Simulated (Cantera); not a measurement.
A freely propagating, adiabatic, planar premixed flame of H2 : O2 : N2 = 1 : 0.568 : 2.14 (molar parts), unburnt at 698 K and 225 Torr; mixture-averaged transport, grid criteria slope 0.08 and curve 0.16, no radiation.

Cantera simulation using the H2/O2 subset of GRI-Mech 3.0, which has no nitrogen chemistry; the numbers are that mechanism's predictions, not measurements. Burning velocities carry a grid error of a few per cent, more on coarse grids.

**Question.** Predict: laminar burning velocity; thermal thickness; peak x(H2O2); peak x(O); peak x(HO2); peak x(H).

**Answer.** 
| Property | Value |
|---|---|
| laminar burning velocity | 863 cm/s |
| thermal thickness | 2.50 mm |
| peak x(H2O2) | 2.07e-6 |
| peak x(O) | 0.0184 |
| peak x(HO2) | 7.73e-5 |
| peak x(H) | 0.0740 |
